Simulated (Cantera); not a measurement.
## Silicon etching in halogen gases: Si + SF₆ + N₂

Charge: 1 mol Si, a varied amount of SF₆, 29 mol N₂, held at 1675 K and 15.0 mbar.

Method: chemical equilibrium by Gibbs-energy minimisation in Cantera with the NASA 1993 tables (ideal gas, pure condensed phases). Candidate condensed phases: S, Si, Si₃N₄; 29 gas species. The tables' values for SF₃, S₂F₂ (SSF₂), FS₂F (FSSF) are old estimates; treat these amounts as uncertain. Equilibrium is a limit: real reactors are often held back by kinetics, nucleation or transport.

From 0.8 mol SF₆ to 4.3 mol SF₆ nothing is condensed. The main Si-bearing gas is SiF₄ throughout.

```tsv
n(SF₆) (mol)	x N₂	x F	x SF₂	x SF₄	x SiF₄	x SF₃
0.8	0.946	0.00364	0.00870	2.74e-6	0.0326	6.23e-5
0.95	0.934	0.00738	0.0201	2.61e-5	0.0322	0.000292
1.1	0.919	0.0156	0.0300	0.000175	0.0317	0.000923
1.3	0.895	0.0340	0.0356	0.000977	0.0309	0.00238
1.6	0.862	0.0605	0.0390	0.00340	0.0297	0.00464
1.8	0.843	0.0762	0.0403	0.00557	0.0291	0.00604
2.2	0.807	0.104	0.0417	0.0107	0.0278	0.00853
2.6	0.776	0.128	0.0423	0.0165	0.0268	0.0106
3.1	0.741	0.154	0.0423	0.0239	0.0256	0.0128
3.6	0.710	0.177	0.0420	0.0314	0.0245	0.0146
4.3	0.671	0.206	0.0412	0.0416	0.0232	0.0167
```
x: gas mole fraction; nothing condenses.
